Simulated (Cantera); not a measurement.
A closed system holds: 1 mol SiCl4, 12 mol H2O, 6.5 mol H2, equilibrated at 2148 K.

Method: chemical equilibrium by Gibbs-energy minimisation in Cantera with the NASA 1993 tables (ideal gas, pure condensed phases). Candidate condensed phases: H2O, Si, SiO2; 30 gas species. The tables hold silica as quartz up to 1696 K and as liquid above; real silica turns to tridymite and cristobalite and melts near 1996 K. Gases not in the tables: Si(OH)4. Rates play no part.

### Question
Which condensed phases are stable at each of these points (P (Pa)): 5, 21, 85, 350, 1400, 5900, 24000, 100000?

### Answer
```
P (Pa)  condensed phases  Si condensed (%)
------  ----------------  ----------------
5               gas only               0.0
21              gas only               0.0
85              gas only               0.0
350             gas only               0.0
1400             SiO2(l)              46.4
5900             SiO2(l)              86.3
24000            SiO2(l)              96.6
100000           SiO2(l)              99.2
```

From 5.00e-5 bar to 0.00350 bar nothing is condensed. From 0.0140 bar to 1.00 bar the condensed part is SiO2(l).
